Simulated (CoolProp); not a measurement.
A single-stage vapour-compression cycle with R134a: evaporating at 209.15 K (dew point), condensing at 264.15 K (bubble point), superheat 10 K, subcooling 8 K, compressor efficiency 0.9, no pressure losses. Each further row changes one setting.

Model: reference Helmholtz-energy equation of state, Tillner-Roth 1994, in CoolProp.

| case | cooling COP | pressure ratio | discharge temperature (K) | refrigerating effect (kJ/kg) | volumetric capacity (kJ/m³) |
|---|---|---|---|---|---|
| as stated | ? | 17.1 | 307.6 | 188 | 129 |
| evaporating temperature 214.15 K | ? | ? | 302.7 | 191 | ? |
| condensing temperature 259.15 K | ? | 14.0 | 300.9 | 195 | 134 |
| subcooling 13 K | ? | 17.1 | 307.6 | 195 | 134 |
| superheat 20 K | ? | 17.1 | 318.7 | 195 | 128 |
| compressor efficiency 0.8 | 2.57 | 17.1 | 316.7 | 188 | 129 |

Q: Fill in the missing entries.

A: 
- as stated, cooling COP: 2.89
- evaporating temperature 214.15 K, cooling COP: 3.33
- evaporating temperature 214.15 K, pressure ratio: 12.3
- evaporating temperature 214.15 K, volumetric capacity (kJ/m³): 180
- condensing temperature 259.15 K, cooling COP: 3.25
- subcooling 13 K, cooling COP: 2.99
- superheat 20 K, cooling COP: 2.87
